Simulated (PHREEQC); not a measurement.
PHREEQC input (ion-association model, wateq4f.dat):

```
SOLUTION_MASTER_SPECIES
  An  An-  0  An  62.0  # stands for a non-complexing anion
SOLUTION_SPECIES
  An- = An-
    -log_k 0
    -gamma 3.0 0
PHASES
  Fix_H+
    H+ = H+
    -log_k 0
SOLUTION 1
  temp 25
  units mmol/kgw
  pH 7 charge
  S(6) 0.00065
  Cu(2) 0.00065
  Na 100
  An 100
END
SELECTED_OUTPUT 1
  -reset false
  -pH true
  -pe true
  -ionic_strength true
  -water true
  -totals Cu Na S Cu(1) Cu(2) S(-2) S(6)
  -molalities Hfo_wOH Hfo_wOH2+ Hfo_wO- Hfo_sOH Hfo_sOH2+ Hfo_sO- Hfo_wSO4- Hfo_wOHSO4-2 Hfo_sOCu+ Hfo_wOCu+
  -saturation_indices Cu(OH)2 Brochantite Antlerite Mirabilite Chalcanthite
USER_PUNCH 1
  -headings sigma psi
  10 PUNCH EDL("sigma", "Hfo"), EDL("psi", "Hfo")
PRINT
  -reset false
USE solution 1
SURFACE 1
  Hfo_wOH 3.59551e-05 600 0.016
  Hfo_sOH 8.98876e-07
EQUILIBRIUM_PHASES 1
  Fix_H+ -4 HAn 10
    -force_equality true
  O2(g) -0.68 10
END
# ... the last block is repeated for the other 12 points of pH, with NaOH or the acid as the point needs
```

Selected output (columns that matter, 13 of 13 rows; pH added in front):

```
pH	mu	Cu	Na	S	m_Hfo_wOH	m_Hfo_wOH2+	m_Hfo_wO-	si_Cu(OH)2	si_Brochantite	si_Antlerite	si_Mirabilite	si_Chalcanthite	sigma	psi
4	0.10014	6.4903e-07	0.1	1.5645e-07	4.5247e-06	3.0922e-05	1.5168e-08	-7.2283	-25	-19.362	-8.4238	-11.263	0.31245	0.14525
4.5	0.10005	6.418e-07	0.1	2.2633e-07	8.9546e-06	2.6506e-05	6.9302e-08	-6.2331	-21.858	-17.215	-8.2621	-11.106	0.26651	0.13717
5	0.10003	5.9213e-07	0.1	3.5384e-07	1.428e-05	2.1147e-05	2.2091e-07	-5.2683	-18.804	-15.126	-8.0676	-10.947	0.21126	0.12538
5.5	0.10001	3.9952e-07	0.1	5.0245e-07	1.9272e-05	1.595e-05	5.3348e-07	-4.4399	-16.338	-13.488	-7.9152	-10.966	0.15798	0.11075
6	0.10001	1.4086e-07	0.1	5.9979e-07	2.3077e-05	1.1648e-05	1.0474e-06	-3.8974	-15.091	-12.784	-7.8382	-11.346	0.11231	0.093877
6.5	0.1	2.8063e-08	0.1	6.3755e-07	2.5481e-05	8.5412e-06	1.7415e-06	-3.6327	-15.006	-12.963	-7.8117	-12.055	0.075236	0.074815
7	0.1	6.6461e-09	0.1	6.4754e-07	2.6767e-05	6.4546e-06	2.5429e-06	-3.4883	-15.421	-13.523	-7.8049	-12.904	0.046225	0.053698
7.5	0.1	4.2435e-09	0.1	6.4958e-07	2.7324e-05	5.0649e-06	3.3768e-06	-3.3805	-15.989	-14.198	-7.8036	-13.795	0.023661	0.030877
8	0.1	4.6835e-09	0.1	6.4994e-07	2.7454e-05	4.0846e-06	4.2273e-06	-3.2875	-16.617	-14.919	-7.8033	-14.702	0.0050324	0.0069485
8.5	0.10001	5.7041e-09	0.10001	6.4999e-07	2.7293e-05	3.2948e-06	5.1791e-06	-3.1952	-17.248	-15.642	-7.8032	-15.609	-0.012699	-0.017261
9	0.10002	7.2857e-09	0.10002	6.5e-07	2.679e-05	2.5635e-06	6.4138e-06	-3.0879	-17.818	-16.32	-7.8032	-16.502	-0.032722	-0.040868
9.5	0.10005	1.0007e-08	0.10005	6.5e-07	2.5731e-05	1.8534e-06	8.1837e-06	-2.9499	-18.266	-16.906	-7.803	-17.364	-0.057987	-0.06315
10	0.10014	1.5205e-08	0.10014	6.5e-07	2.3798e-05	1.2049e-06	1.0768e-05	-2.7684	-18.54	-17.362	-7.8024	-18.183	-0.090946	-0.083671
```

The database's constant for dissolved Cu(OH)2 is higher than later reviews accept.
